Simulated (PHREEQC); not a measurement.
# Metal-bearing waste water: speciation

Dissolve 0.022 mol FeSO4, 0.00028 mol CaCl2, 0.004 mol HCl and 0.065 mol Na2SO4 per kg of water at 25 °C. Closed to the air; pH follows from the charge balance.

Computed with PHREEQC (ion-association model, phreeqc.dat).

Each row changes one thing in this solution. Precipitation was switched off in this run.

```json
[
 {"case": "as made", "pH": "2.96", "ionic strength (mol/kgw)": "0.217", "SO4-2 (mol/kgw)": "0.0628", "NaSO4- (mol/kgw)": "0.0107", "HSO4- (mol/kgw)": "0.00253", "SI of Halite (NaCl)": "-5.11"},
 {"case": "temperature from 25 to 65 °C", "pH": "3.25", "ionic strength (mol/kgw)": "0.205", "SO4-2 (mol/kgw)": "0.0588", "NaSO4- (mol/kgw)": "0.0116", "HSO4- (mol/kgw)": "0.00318", "SI of Halite (NaCl)": "-5.16"},
 {"case": "CaCl2 replaced by AlCl3 at the same molality", "pH": "2.96", "ionic strength (mol/kgw)": "0.217", "SO4-2 (mol/kgw)": "0.0626", "NaSO4- (mol/kgw)": "0.0107", "HSO4- (mol/kgw)": "0.00252", "SI of Halite (NaCl)": "-5.09"},
 {"case": "FeSO4 from 0.022 to 0.033 mol/kgw", "pH": "?", "ionic strength (mol/kgw)": "0.239", "SO4-2 (mol/kgw)": "0.0679", "NaSO4- (mol/kgw)": "0.0111", "HSO4- (mol/kgw)": "0.00253", "SI of Halite (NaCl)": "-5.12"},
 {"case": "FeSO4 replaced by MgSO4 at the same molality", "pH": "2.95", "ionic strength (mol/kgw)": "0.211", "SO4-2 (mol/kgw)": "0.0612", "NaSO4- (mol/kgw)": "0.0105", "HSO4- (mol/kgw)": "0.00258", "SI of Halite (NaCl)": "-5.11"},
 {"case": "FeSO4 from 0.022 to 0.22 mol/kgw", "pH": "3.20", "ionic strength (mol/kgw)": "0.581", "SO4-2 (mol/kgw)": "0.151", "NaSO4- (mol/kgw)": "0.0172", "HSO4- (mol/kgw)": "0.00243", "SI of Halite (NaCl)": "-5.21"},
 {"case": "0.021 mol/kgw CdSO4 added", "pH": "2.96", "ionic strength (mol/kgw)": "0.245", "SO4-2 (mol/kgw)": "?", "NaSO4- (mol/kgw)": "0.0105", "HSO4- (mol/kgw)": "0.00251", "SI of Halite (NaCl)": "-5.19"}
]
```

Q: Some entries are withheld; supply them.

A: 
- FeSO4 from 0.022 to 0.033 mol/kgw, pH: 2.98
- 0.021 mol/kgw CdSO4 added, SO4-2 (mol/kgw): 0.0642

Constants without temperature data keep their 25 °C values here.
